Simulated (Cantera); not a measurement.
Feed: 1 mol Fe3O4, 1.6 mol C, 0.29 mol CO, at 2250 K and 1.00 Torr.

Method: chemical equilibrium by Gibbs-energy minimisation in Cantera with the NASA 1993 tables (ideal gas, pure condensed phases). Candidate condensed phases: C, Fe, Fe(CO)5, FeO, Fe2O3, Fe3O4; 15 gas species. The tables' stoichiometric FeO is somewhat more stable than real wüstite, so its field is too wide. FeO: taken at fixed stoichiometry. The numbers say what is thermodynamically allowed, not how fast it happens.

Base state: Fe 0.419, CO 0.288, CO2 0.198, FeO 0.0533, O2 0.0253, O 0.0161 (mole fractions); condensed: FeO(l).

### Question
What changes in the equilibrium state with this change: temperature from 2250 K to 1575 K?

### Answer
```json
[
 {"species": "CO", "before": "0.288", "after": "0.866"},
 {"species": "CO2", "before": "0.198", "after": "0.134"},
 {"species": "Fe", "before": "0.419", "after": "0.000512"},
 {"species": "O2", "before": "0.0253", "after": "3.65e-9"},
 {"species": "O", "before": "0.0161", "after": "1.77e-8"},
 {"species": "FeO", "before": "0.0533", "after": "1.25e-6"},
 {"species": "FeO(l), mol", "before": "1.16", "after": "0"},
 {"species": "Fe(γ), mol", "before": "0", "after": "0.852"},
 {"species": "FeO(s), mol", "before": "0", "after": "2.15"}
]
```
Mutual solubility and eutectic melting of coexisting phases are not modelled.
